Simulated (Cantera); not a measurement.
A freely propagating, adiabatic, planar premixed flame of 6.24 % C2H4, 17.0 % O2, 64.3 % N2, 12.5 % CO2, equivalence ratio 1.1, unburnt at 473 K and 5930 Torr; mixture-averaged transport, grid criteria slope 0.08 and curve 0.16, no radiation.

Model: GRI-Mech 3.0 (53 species, 325 reactions), integrated in Cantera. GRI-Mech 3.0 was tuned for natural gas; its chemistry of ethylene as a main component is partial and can be far from experiment. Burning velocities carry a grid error of a few per cent, more on coarse grids.

x: mole fraction of selected species; z is measured from the peak of heat release.

```csv
z (mm),T (K),u (m/s),x C2H4,x O2,x CO2,x H2O2,x HCO,x C2H6
-0.178,473,0.578,0.0623,0.170,0.125,?,<1e-8,<1e-8
-0.118,474,0.580,0.0623,0.170,0.125,?,<1e-8,5.08e-8
-0.0888,480,0.587,0.0621,0.169,0.124,?,<1e-8,3.34e-7
-0.0592,516,0.634,0.0610,0.166,0.124,?,<1e-8,3.67e-6
-0.0296,810,1.01,0.0497,0.138,0.126,0.000394,2.55e-7,6.04e-5
-0.0148,1197,1.51,0.0301,0.100,0.131,?,1.15e-5,0.000157
0,1600,2.04,0.00848,0.0587,0.142,?,3.80e-5,6.47e-5
0.0148,1830,2.34,0.000787,0.0331,0.156,?,1.73e-5,2.71e-6
0.0296,1930,2.46,2.75e-5,0.0215,0.169,?,3.12e-6,2.31e-8
0.0592,2024,2.56,2.49e-8,0.0134,0.184,?,2.90e-7,<1e-8
0.118,2109,2.65,<1e-8,0.00841,0.195,?,1.31e-7,<1e-8
0.237,2172,2.72,<1e-8,0.00489,0.202,?,6.01e-8,<1e-8
0.473,2212,2.76,<1e-8,0.00261,0.207,?,3.04e-8,<1e-8
```

What belongs in the gaps?


- -0.178, x H2O2: 3.42e-7
- -0.118, x H2O2: 2.06e-6
- -0.0888, x H2O2: 9.50e-6
- -0.0592, x H2O2: 6.17e-5
- -0.0148, x H2O2: 0.000427
- 0, x H2O2: 2.12e-5
- 0.0148, x H2O2: 1.49e-6
- 0.0296, x H2O2: 9.57e-7
- 0.0592, x H2O2: 6.73e-7
- 0.118, x H2O2: 4.19e-7
- 0.237, x H2O2: 2.44e-7
- 0.473, x H2O2: 1.36e-7
